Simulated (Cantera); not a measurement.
A closed system holds: 1 mol BN, 2.7 mol F₂, 3.4 mol H₂, held at 1873 K and 12.0 mbar.

Method: chemical equilibrium by Gibbs-energy minimisation in Cantera with the NASA 1993 tables (ideal gas, pure condensed phases). Candidate condensed phases: B, BN; 31 gas species. The tables' values for BF₂ are old estimates; treat these amounts as uncertain. Kinetics and transport are ignored.

Q: What is the equilibrium state?

A: 
| Item | Result |
|---|---|
| x(HF) | 0.400 |
| x(H₂) | 0.352 |
| x(BF₃) | 0.154 |
| x(N₂) | 0.0815 |
| x(BF₂) | 0.00780 |
| x(H) | 0.00349 |
| x(BHF₂) | 0.000718 |
| x(BF) | 0.000359 |
| gas amount | 6.137 mol |
| log10 activity of B(s) (absent) | -4.27 |
